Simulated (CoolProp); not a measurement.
A closed Brayton cycle with carbon dioxide: compressor inlet 317.15 K and 8.1 MPa, high pressure 25.2 MPa, turbine inlet 825 K, compressor efficiency 0.8, turbine efficiency 0.85, recuperator effectiveness 0.8 (on enthalpy, no pinch check). Each further row changes one setting.

Model: reference Helmholtz-energy equation of state, Span 1996, in CoolProp.

```tsv
case	thermal efficiency (%)	net work (kJ/kg)	compressor to turbine work	compressor exit (K)	turbine exit (K)
as stated	27.8	81.7	0.41	407.0	697.3
turbine inlet 775 K	26.3	72.0	0.44	407.0	651.7
compressor inlet 327.15 K	26.1	72.2	0.48	427.8	697.3
high pressure 21.4 MPa	26.5	73.5	0.39	393.6	715.1
recuperator effectiveness 0.5	20.7	81.7	0.41	407.0	697.3
```
